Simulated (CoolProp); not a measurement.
Vapour-liquid equilibrium of CHF3 (R23) (1) + R143a (2) at -11.75 °C; x and y are mole fractions of (1).

Values from CoolProp's multi-fluid Helmholtz-energy mixture model, Penoncello 2003 and Lemmon and Jacobsen 2000; pair parameters Bell 2016.

```
x     bubble pressure (kPa)  y at the bubble point  dew pressure at overall composition x (kPa)  liquid density (mol/L)
----  ---------------------  ---------------------  -------------------------------------------  ----------------------
0.05                  473.8                  0.139                                        439.4                   12.81
0.2                   650.4                  0.447                                        500.4                   13.29
0.35                  849.6                    [?]                                        581.6                   13.78
0.5                    1059                  0.765                                          [?]                   14.27
0.65                   1271                    [?]                                        863.7                     [?]
0.8                     [?]                  0.921                                         1136                   15.27
0.95                   1712                    [?]                                          [?]                   15.78
```

Some entries are withheld; supply them.


- 0.35, y at the bubble point: 0.640
- 0.5, dew pressure at overall composition x (kPa): 694.9
- 0.65, y at the bubble point: 0.852
- 0.65, liquid density (mol/L): 14.77
- 0.8, bubble pressure (kPa): 1487
- 0.95, y at the bubble point: 0.980
- 0.95, dew pressure at overall composition x (kPa): 1594

No azeotrope shows between x = 0.05 and 0.95.

The pair parameters rest on a limited set of measurements; away from them the model extrapolates.
